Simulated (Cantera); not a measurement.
Gas mixture: CO : H₂O : CO₂ = 0.75 : 0.23 : 0.8 (molar parts), at 1.05 Torr, frozen composition.

Cantera's kinetic-theory transport with the Lennard-Jones parameters of GRI-Mech 3.0, ideal gas; thermal conductivity in the multicomponent form. Polar gases are described roughly by these parameters.

One state of this run: ρ (kg/m³) = 0.00104; cp (J/kg/K) = 1121; μ (µPa s) = 26.0; λ (mW/m/K) = 41.6; Pr = 0.702; D (cm²/s) H₂ = 1490; D (cm²/s) CO₂ = 346; D (cm²/s) H = 2390. D: mixture-averaged diffusion coefficient of that species in the mixture.

Which value of T (K) does it belong to?
A) 700
B) 550
C) 400
D) 1300

B, 550
